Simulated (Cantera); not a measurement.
Charge: 1 mol AlN, 1.1 mol HCl, 3.7 mol N₂, equilibrated at 1675 K and 1.00 bar.

Cantera equilibrium calculation (NASA polynomials, part measured and part estimated; ideal gas, pure solids and liquids). Candidate condensed phases: Al, AlCl₃, AlN, NH₄Cl; 20 gas species. The tables' values for AlCl₂ are old estimates; treat these amounts as uncertain. The numbers say what is thermodynamically allowed, not how fast it happens.

Base state: N₂ 0.800, H₂ 0.0933, AlCl₃ 0.0582, HCl 0.0416, AlCl₂ 0.00500, AlCl 0.00186, H 3.55e-5, Cl 1.24e-5 (mole fractions); condensed: AlN(s).

### Question
What changes in the equilibrium state with this change: AlN replaced by Si₃N₄?

### Answer
| species | before | after |
|---|---|---|
| N₂ | 0.800 | 0.787 |
| HCl | 0.0416 | 0.131 |
| H₂ | 0.0933 | 0.0478 |
| AlCl₃ | 0.0582 | 0 |
| SiCl₂ | 0 | 0.0154 |
| SiCl₄ | 0 | 0.00956 |
| SiCl₃ | 0 | 0.00843 |
| AlCl₂ | 0.00500 | 0 |
| AlN(s), mol | 0.686 | 0 |
| Si₃N₄(s), mol | 0 | 0.945 |
The tables' values for SiCl₃ are old estimates; treat these amounts as uncertain. Further candidate phases: Si, Si₃N₄.
